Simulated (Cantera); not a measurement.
Charge: 1 mol Al, 1.3 mol F2, 16 mol HCl, equilibrated at 1473 K.

Cantera equilibrium calculation (NASA polynomials, part measured and part estimated; ideal gas, pure solids and liquids). Candidate condensed phases: Al, AlCl3, AlF3; 30 gas species. The tables' values for AlClF are old estimates; treat these amounts as uncertain. Rates play no part.

At 10000 Pa, list the 7 most abundant gas species with their mole fractions, and the condensed phases.

HCl 0.852, HF 0.0764, AlCl2F 0.0244, AlClF2 0.0179, H2 0.0120, AlCl3 0.0111, AlF3 0.00607. Condensed: gas only.
